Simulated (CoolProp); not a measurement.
Model: reference Helmholtz-energy equation of state, Lemmon 2005, in CoolProp. It is a short technical equation, of lower accuracy than the large ones.

Question: For isobutene, give the phase and the cp (kJ/(kg K)), expansivity (1/kK) at 268.3 K and 21.6 bar; 297.6 K and 21.6 bar; 338.6 K and 21.6 bar.

Answer: 
- 268.3 K and 21.6 bar: liquid; cp 2.22, expansivity 1.79
- 297.6 K and 21.6 bar: liquid; cp 2.36, expansivity 2.07
- 338.6 K and 21.6 bar: liquid; cp 2.62, expansivity 2.83
